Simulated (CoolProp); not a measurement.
Vapour-liquid equilibrium of n-perfluorobutane (1) + R365MFC (2) at 0.175 MPa; x and y are mole fractions of (1).

The numbers come from the multi-fluid Helmholtz-energy mixture model, Gao 2022 and Lemmon 2016; pair parameters Bell 2016 in CoolProp.

**Question.** Give the bubble temperature and the first vapour's composition at x = 0.55, 0.75, 0.95. Is there an azeotrope?

**Answer.** x = 0.55: 289.6 K, y = 0.823; x = 0.75: 287.7 K, y = 0.869; x = 0.95: 285.9 K, y = 0.962. No azeotrope shows between x = 0.05 and 0.95.

Pair parameters are fitted to limited data, so mixtures are less certain than the pure fluids. With so large a gap from Raoult's law the liquid may split in two, which this calculation doesn't test in full.
